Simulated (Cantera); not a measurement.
Stirred combustor or abatement burner

A perfectly stirred reactor is fed with CH₄ : O₂ : N₂ : H₂O = 1 : 4.08 : 16.7 : 0.44 (molar parts), at 1.01 bar; it is adiabatic with a 550 K inlet, and is followed from long to short residence time, starting on the burning branch (τ in s: 0.18, 0.049, 0.014, 0.0037, 0.001, 0.00028, 7.7e-05, 2.1e-05, 5.8e-06).

Cantera simulation using GRI-Mech 3.0 (53 species, 325 reactions); the numbers are that mechanism's predictions, not measurements.

```
τ (s)    T (K)     x CH₄    x O₂   x H₂O    x HCO      x CO       x H    x CH₂
-------  -----  --------  ------  ------  -------  --------  --------  -------
0.18      1576   1.35e-5  0.0936   0.109  6.53e-9  0.000184   4.08e-6  1.61e-8
0.049     1571   3.10e-5  0.0937   0.109  2.52e-8  0.000453   1.43e-5  5.05e-8
0.014     1562   7.01e-5  0.0939   0.109  9.36e-8   0.00109   4.67e-5  1.43e-7
0.0037    1540  0.000174  0.0948   0.108  3.74e-7   0.00278  0.000153  3.98e-7
0.0010    1487  0.000525  0.0977   0.106  1.43e-6   0.00743  0.000398  1.04e-6
0.00028    550    0.0450   0.184  0.0198   <1e-12    <1e-12    <1e-12   <1e-12
7.7e-5     550    0.0450   0.184  0.0198   <1e-12    <1e-12    <1e-12   <1e-12
2.1e-5     550    0.0450   0.184  0.0198   <1e-12    <1e-12    <1e-12   <1e-12
5.8e-6     550    0.0450   0.184  0.0198   <1e-12    <1e-12    <1e-12   <1e-12
```
x: mole fraction; the columns are a selection and need not sum to one.
